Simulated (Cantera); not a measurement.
A closed system holds: 1 mol CHF₃, 0.22 mol CH₄, a varied amount of F₂, equilibrated at 1150 °C and 1.00 bar.

Cantera equilibrium calculation (NASA polynomials, part measured and part estimated; ideal gas, pure solids and liquids). Candidate condensed phases: C, C₆H₆, C₇H₈, C₈H₁₈; 95 gas species. Gases not in the tables: C₂F₆ and larger saturated fluorocarbons. The numbers say what is thermodynamically allowed, not how fast it happens.

Question: At 0.24 mol F₂, list the 3 most abundant gas species with their mole fractions, and the condensed phases.

Answer: HF 0.825, CF₄ 0.175, CHF₃ 1.26e-5. Condensed: C(graphite).
